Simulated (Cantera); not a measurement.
What does this Cantera script print?

```python
import numpy as np
import cantera as ct

gas_names = """
    B BCL BCL2 BCL3 BH BH2 BH3 BO BOCL BO2 B2 B2O B2O2 B2O3 B3O3CL3 B3O3H3 CL CLO CL2 H HBO HBO2 HCL
    HOCL HO2 H2 H2O H2O2 H3B3O6 O OH O2 O3
""".split()
cond_names = """
    B(b) B(L) B2O3(L) B3O3H3(cr) H2O(s) H2O(L)
""".split()


# ... load() reads the species with a 1 bar reference pressure and builds the phases ...
atoms = {
    'B2O3': {'B': 2, 'O': 3},
    'BCl3': {'B': 1, 'CL': 3},
    'H2': {'H': 2},
}
top_T = {}  # K; cautious upper limits of use, not melting points


# ... equilibrate(T, P, feed) seeds the gas with the atoms and calls Mixture.equilibrate('TP', solver="vcs", rtol=1e-11, max_steps=5000) ...
results = []
feed = {'B2O3': 1, 'BCl3': 3.9, 'H2': 6.2}  # mol
P = 100000  # Pa
for T in [750, 850, 950, 1050, 1150, 1250, 1350, 1450, 1550]:
    mix = equilibrate(T, P, feed)
    results.append((T, P, feed, dict(zip(mix.species_names, mix.species_moles))))
    x = sorted(zip(gas.X, gas.species_names), reverse=True)
    print(f"T = {T:g} K  P = {P:g} Pa  gas = {mix.phase_moles(0):.4g} mol")
    print("   x: " + "  ".join(f"{s} {v:.3e}" for v, s in x if v > 1e-06))
    print("   condensed (mol): " + ("  ".join(f"{mix.phase(i).name} {mix.phase_moles(i):.4g}"
          for i in range(1, mix.n_phases) if mix.phase_moles(i) > 1e-12) or "none"))
```

Result:

```
T = 750 K  P = 100000 Pa  gas = 10.12 mol
   x: H2 6.032e-01  BCL3 3.455e-01  B3O3CL3 3.524e-02  HCL 1.447e-02  B3O3H3 1.668e-03
   condensed (mol): B(b) 0.03192  B2O3(L) 0.6267
T = 850 K  P = 100000 Pa  gas = 10.14 mol
   x: H2 5.930e-01  BCL3 3.267e-01  B3O3CL3 4.785e-02  HCL 3.025e-02  B3O3H3 2.190e-03
   condensed (mol): B(b) 0.08003  B2O3(L) 0.4926
T = 950 K  P = 100000 Pa  gas = 10.18 mol
   x: H2 5.787e-01  BCL3 3.073e-01  B3O3CL3 5.808e-02  HCL 5.334e-02  B3O3H3 2.518e-03
   condensed (mol): B(b) 0.1553  B2O3(L) 0.3832
T = 1050 K  P = 100000 Pa  gas = 10.23 mol
   x: H2 5.605e-01  BCL3 2.879e-01  HCL 8.328e-02  B3O3CL3 6.564e-02  B3O3H3 2.667e-03  HBO 2.262e-06  BCL2 1.745e-06
   condensed (mol): B(b) 0.2566  B2O3(L) 0.3013
T = 1150 K  P = 100000 Pa  gas = 10.29 mol
   x: H2 5.391e-01  BCL3 2.689e-01  HCL 1.188e-01  B3O3CL3 7.053e-02  B3O3H3 2.668e-03  HBO 1.761e-05  BCL2 1.073e-05  BOCL 8.264e-06
   condensed (mol): B(b) 0.38  B2O3(L) 0.2467
T = 1250 K  P = 100000 Pa  gas = 10.36 mol
   x: H2 5.153e-01  BCL3 2.505e-01  HCL 1.583e-01  B3O3CL3 7.311e-02  B3O3H3 2.565e-03  HBO 9.696e-05  BOCL 5.394e-05  BCL2 4.870e-05  BCL 1.260e-06  HBO2 1.215e-06
   condensed (mol): B(b) 0.5196  B2O3(L) 0.2154
T = 1350 K  P = 100000 Pa  gas = 10.44 mol
   x: H2 4.901e-01  BCL3 2.329e-01  HCL 2.000e-01  B3O3CL3 7.379e-02  B3O3H3 2.396e-03  HBO 4.082e-04  BOCL 2.634e-04  BCL2 1.745e-04  BCL 8.509e-06  HBO2 6.993e-06  B2O2 3.985e-06  H 1.668e-06  H2O 1.627e-06
   condensed (mol): B(b) 0.6688  B2O3(L) 0.2022
T = 1450 K  P = 100000 Pa  gas = 10.53 mol
   x: H2 4.637e-01  HCL 2.421e-01  BCL3 2.160e-01  B3O3CL3 7.295e-02  B3O3H3 2.191e-03  HBO 1.390e-03  BOCL 1.022e-03  BCL2 5.181e-04  BCL 4.375e-05  B2O2 3.570e-05  HBO2 3.102e-05  B2O3 7.515e-06  H 6.440e-06  H2O 4.098e-06  CL 2.738e-06  BH2 2.684e-06  BH3 1.512e-06
   condensed (mol): B(b) 0.8194  B2O3(L) 0.1997
T = 1550 K  P = 100000 Pa  gas = 10.65 mol
   x: H2 4.361e-01  HCL 2.826e-01  BCL3 1.994e-01  B3O3CL3 7.078e-02  HBO 3.986e-03  BOCL 3.296e-03  B3O3H3 1.967e-03  BCL2 1.319e-03  B2O2 2.382e-04  BCL 1.804e-04  HBO2 1.115e-04  B2O3 5.827e-05  H 2.080e-05  CL 1.076e-05  H2O 8.992e-06  BH2 7.111e-06  BO 4.617e-06  BH3 2.228e-06
   condensed (mol): B(b) 0.9603  B2O3(L) 0.1966
```

Cantera equilibrium calculation (NASA polynomials, part measured and part estimated; ideal gas, pure solids and liquids). Mutual solubility and eutectic melting of coexisting phases are not modelled. The tables' values for BOCl, BCl2, BCl are old estimates; treat these amounts as uncertain. Gases not in the tables: BHCl2.
